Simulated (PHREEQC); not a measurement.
Make-up at 20 °C: 0.21 mol/kgw NH4HF2, 0.00014 mol/kgw (NH4)2SiF6 and 0.00018 mol/kgw HCl. Closed to the air; pH follows from the charge balance.

All values are PHREEQC results (ion-association model, wateq4f.dat), not measurements.

```csv
quantity,before,after
pH,3.18,5.28
ionic strength (mol/kgw),0.211,0.210
F- (mol/kgw),0.154,0.0883
HF (mol/kgw),0.0945,0.000423
HF2- (mol/kgw),0.0563,0.000144
H2F2 (mol/kgw),0.0292,5.86e-7
SI of Quartz (SiO2),-12.23,-2.35
```

**Question.** Name the change that produced these shifts.
A. 0.17 mol/kgw H3BO3 added
B. NH4HF2 from 0.21 to 0.105 mol/kgw
C. temperature from 20 to 90 °C
D. 0.071 mol/kgw NaOH added

**Answer.** A, 0.17 mol/kgw H3BO3 added

This is a speciation only: nothing precipitates in the calculation. SiF6-2 is the database's only silicon fluoride. Real BF4- forms and hydrolyses slowly; the run takes it at equilibrium.
